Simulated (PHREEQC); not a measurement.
A solution holds 0.029 mol/kgw HCl, at 25 °C. Closed to the air; pH follows from the charge balance.

Model: ion-association model, phreeqc.dat, run in PHREEQC.

Precipitation was switched off in this run.

**Question.** Predict the pH, specific conductance.

**Answer.** pH 1.59; specific conductance 11000 µS/cm.
